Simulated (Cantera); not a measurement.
Standard-state values (1 bar) from the NASA 1993 polynomials, evaluated with Cantera. Values are per mole of reaction as written; species without (g) are pure solids or liquids, kept so even where they would boil at 1 bar.

2 Cs(g) + Cl2(g) = 2 CsCl

```tsv
T (K)	ΔH° (kJ)	ΔS° (J/K)	ΔG° (kJ)	log10 K	condensed phases
423	-1034.8	-361.0	-882.1	108.92	CsCl(s)
573	(withheld)	(withheld)	(withheld)	(withheld)	CsCl(s)
723	-1023.1	-340.4	-777.0	56.13	CsCl(s)
873	(withheld)	(withheld)	(withheld)	(withheld)	CsCl(s)
1023	(withheld)	(withheld)	(withheld)	(withheld)	CsCl(l)
1173	(withheld)	(withheld)	(withheld)	(withheld)	CsCl(l)
1323	-943.4	-256.2	-604.5	23.87	CsCl(l)
```

### Question
Fill in the missing entries.

### Answer

- 573, ΔH° (kJ): -1029.4
- 573, ΔS° (J/K): -350.1
- 573, ΔG° (kJ): -828.8
- 573, log10 K: 75.55
- 873, ΔH° (kJ): -1008.3
- 873, ΔS° (J/K): -321.1
- 873, ΔG° (kJ): -727.9
- 873, log10 K: 43.55
- 1023, ΔH° (kJ): -966.3
- 1023, ΔS° (J/K): -275.8
- 1023, ΔG° (kJ): -684.2
- 1023, log10 K: 34.93
- 1173, ΔH° (kJ): -954.9
- 1173, ΔS° (J/K): -265.4
- 1173, ΔG° (kJ): -643.6
- 1173, log10 K: 28.66
